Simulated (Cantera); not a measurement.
Feed: 1 mol SiHCl3, 0.68 mol Cl2, 33 mol H2, at 1675 K and 2.20 mbar.

These are equilibrium values from Cantera (NASA tables, ideal gas, pure condensed phases), not measurements of a reactor. Candidate condensed phases: Si; 19 gas species. The tables' values for SiCl, SiCl3 are old estimates; treat these amounts as uncertain. Gases not in the tables: Si2H6 and higher silanes. Kinetics and transport are ignored.

Base state: H2 0.899, HCl 0.0756, SiCl2 0.0229, H 0.00235, Si 0.000197, Cl 0.000154, SiCl 0.000142, SiCl3 7.83e-5 (mole fractions); condensed: Si(s).

Question: What changes in the equilibrium state with this change: Cl2 from 0.68 to 0.021 mol?

Answer: 
```tsv
species	before	after
H2	0.899	0.924
HCl	0.0756	0.0591
SiCl2	0.0229	0.0136
SiCl3	7.83e-5	3.59e-5
Cl	0.000154	0.000119
SiCl	0.000142	0.000109
Si(s), mol	0.164	0.509
```
